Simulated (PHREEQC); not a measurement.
Make-up at 76 °C: 0.023 mol/kgw HF and 0.0031 mol/kgw NaOH. Closed to the air; pH follows from the charge balance.

The numbers come from PHREEQC with the ion-association model, phreeqc.dat.

Each row changes one thing in this solution. No solid was allowed to form.

```csv
case,pH,ionic strength (mol/kgw),HF (mol/kgw),F- (mol/kgw),HF2- (mol/kgw)
as made,2.92,0.00438,0.0183,0.00406,0.000322
0.0047 mol/kgw Na2SO4 added,2.98,0.0171,0.0175,0.00478,0.000362
NaOH left out,2.63,[?],[?],0.00227,[?]
NaOH from 0.0031 to 0.00279 mol/kgw,2.89,0.00415,0.0185,0.00385,[?]
diluted 10-fold with water,3.32,0.000802,0.00149,[?],5.15e-6
```

### Question
What belongs in the gaps?

### Answer

- NaOH left out, ionic strength (mol/kgw): 0.00247
- NaOH left out, HF (mol/kgw): 0.0203
- NaOH left out, HF2- (mol/kgw): 0.000200
- NaOH from 0.0031 to 0.00279 mol/kgw, HF2- (mol/kgw): 0.000309
- diluted 10-fold with water, F- (mol/kgw): 0.000797

Constants without temperature data keep their 25 °C values here.
